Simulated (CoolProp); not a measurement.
Values from CoolProp's reference Helmholtz-energy equation of state, Schmidt 1985.

### Question
For oxygen, give the phase and the density (kg/m³), cp (kJ/(kg K)), Joule-Thomson coefficient (K/MPa), isothermal compressibility (1/MPa) at -105.15 °C and 5.41 bar; -105.15 °C and 27 bar; -105.15 °C and 75.7 bar.

### Answer
- -105.15 °C and 5.41 bar: gas; density 12.8, cp 0.951, Joule-Thomson coefficient 7.48, isothermal compressibility 1.90
- -105.15 °C and 27 bar: gas; density 73.1, cp 1.20, Joule-Thomson coefficient 7.46, isothermal compressibility 0.446
- -105.15 °C and 75.7 bar: supercritical; density 413, cp 5.65, Joule-Thomson coefficient 4.04, isothermal compressibility 0.328
